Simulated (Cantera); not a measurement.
A Cantera script and what it prints.

```python
import numpy as np
import cantera as ct

gas_names = """
    AL ALBr ALBr3 ALH AL2 AL2Br6 Br Br2 H HBr H2
""".split()
cond_names = """
    AL(cr) AL(L) ALBr3(s) ALBr3(L) Br2(cr) Br2(L)
""".split()


# ... load() reads the species with a 1 bar reference pressure and builds the phases ...
atoms = {
    'Al': {'AL': 1},
    'HBr': {'H': 1, 'Br': 1},
}
top_T = {}  # K; cautious upper limits of use, not melting points


# ... equilibrate(T, P, feed) seeds the gas with the atoms and calls Mixture.equilibrate('TP', solver="vcs", rtol=1e-11, max_steps=5000) ...
results = []
feed = {'Al': 1, 'HBr': 8.4}  # mol
P = 3200  # Pa
for T in [500, 600, 700, 800, 900, 1000, 1100, 1200, 1300]:
    mix = equilibrate(T, P, feed)
    results.append((T, P, feed, dict(zip(mix.species_names, mix.species_moles))))
    x = sorted(zip(gas.X, gas.species_names), reverse=True)
    print(f"T = {T:g} K  P = {P:g} Pa  gas = {mix.phase_moles(0):.4g} mol")
    print("   x: " + "  ".join(f"{s} {v:.3e}" for v, s in x if v > 1e-05))
    print("   condensed (mol): " + ("  ".join(f"{mix.phase(i).name} {mix.phase_moles(i):.4g}"
          for i in range(1, mix.n_phases) if mix.phase_moles(i) > 1e-12) or "none"))
```

Output:

```
T = 500 K  P = 3200 Pa  gas = 7.436 mol
   x: HBr 7.262e-01  H2 2.017e-01  AL2Br6 6.246e-02  ALBr3 9.563e-03
   condensed (mol): none
T = 600 K  P = 3200 Pa  gas = 7.65 mol
   x: HBr 7.059e-01  H2 1.961e-01  ALBr3 6.542e-02  AL2Br6 3.265e-02
   condensed (mol): none
T = 700 K  P = 3200 Pa  gas = 7.865 mol
   x: HBr 6.866e-01  H2 1.907e-01  ALBr3 1.181e-01  AL2Br6 4.509e-03
   condensed (mol): none
T = 800 K  P = 3200 Pa  gas = 7.896 mol
   x: HBr 6.839e-01  H2 1.900e-01  ALBr3 1.257e-01  AL2Br6 4.937e-04
   condensed (mol): none
T = 900 K  P = 3200 Pa  gas = 7.899 mol
   x: HBr 6.836e-01  H2 1.899e-01  ALBr3 1.264e-01  AL2Br6 8.360e-05
   condensed (mol): none
T = 1000 K  P = 3200 Pa  gas = 7.9 mol
   x: HBr 6.835e-01  H2 1.899e-01  ALBr3 1.265e-01  Br 3.375e-05  AL2Br6 2.049e-05
   condensed (mol): none
T = 1100 K  P = 3200 Pa  gas = 7.901 mol
   x: HBr 6.833e-01  H2 1.900e-01  ALBr3 1.266e-01  Br 1.782e-04
   condensed (mol): none
T = 1200 K  P = 3200 Pa  gas = 7.903 mol
   x: HBr 6.826e-01  H2 1.902e-01  ALBr3 1.265e-01  Br 7.150e-04
   condensed (mol): none
T = 1300 K  P = 3200 Pa  gas = 7.909 mol
   x: HBr 6.804e-01  H2 1.908e-01  ALBr3 1.264e-01  Br 2.315e-03  Br2 2.216e-05
   condensed (mol): none
```

Method: chemical equilibrium by Gibbs-energy minimisation in Cantera with the NASA 1993 tables (ideal gas, pure condensed phases).
